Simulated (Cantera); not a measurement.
Charge: 1 mol toluene, 0.086 mol CO2, equilibrated at 1950 K and 1.10 bar.

Method: chemical equilibrium by Gibbs-energy minimisation in Cantera with the NASA 1993 tables (ideal gas, pure condensed phases). Candidate condensed phases: C, C6H6, C7H8, C8H18, H2O; 110 gas species. Kinetics and transport are ignored.

Base state: H2 0.957, CO 0.0412, H 0.00107, C2H2 (acetylene) 0.000523, CH4 0.000490, CH3 1.09e-5 (mole fractions); condensed: C(graphite).

Q: What changes in the equilibrium state with this change: temperature from 1950 K to 1450 K?

A: 
| species | before | after |
|---|---|---|
| H2 | 0.957 | 0.955 |
| CO | 0.0412 | 0.0413 |
| CH4 | 0.000490 | 0.00331 |
| H | 0.00107 | 8.81e-6 |
| C2H2 (acetylene) | 0.000523 | 4.66e-6 |
| CH3 | 1.09e-5 | 6.17e-7 |
| C(graphite), mol | 6.91 | 6.90 |

Q: What changes in the equilibrium state with this change: CO2 from 0.086 to 0.18 mol?

A: 
```csv
species,before,after
H2,0.957,0.915
CO,0.0412,0.0826
H,0.00107,0.00105
CH4,0.000490,0.000448
H2O,6.24e-6,1.20e-5
CH3,1.09e-5,1.02e-5
"C(graphite), mol",6.91,6.81
```
